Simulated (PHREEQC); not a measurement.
Consider water at 25 °C with 0.0064 mol/kgw HNO3 and 0.00029 mol/kgw Fe(NO3)3. Closed to the air; pH follows from the charge balance.

Equilibrium calculation in PHREEQC: ion-association model, phreeqc.dat.

- pH = 2.22
- ionic strength = 0.00788 mol/kgw
- total alkalinity = -6.98 meq/kg

| species | molality | activity | log γ |
|---|---|---|---|
| NO3- | 0.00727 | 0.00660 | -0.042 |
| H+ | 0.00653 | 0.00601 | -0.036 |
| Fe+3 | 0.000163 | 7.77e-5 | -0.323 |
| FeOH+2 | 0.000120 | 8.34e-5 | -0.158 |
| Fe(OH)2+ | 5.02e-6 | 4.59e-6 | -0.039 |
| Fe2(OH)2+4 | 8.28e-7 | 1.87e-7 | -0.646 |
| Fe3(OH)4+5 | 1.83e-9 | 1.79e-10 | -1.010 |

Precipitation was switched off in this run. Examples of supersaturated solids here: Hematite (slow to form), Goethite (slow to form). Others may be too. Complexes and solids missing from the database can't appear.
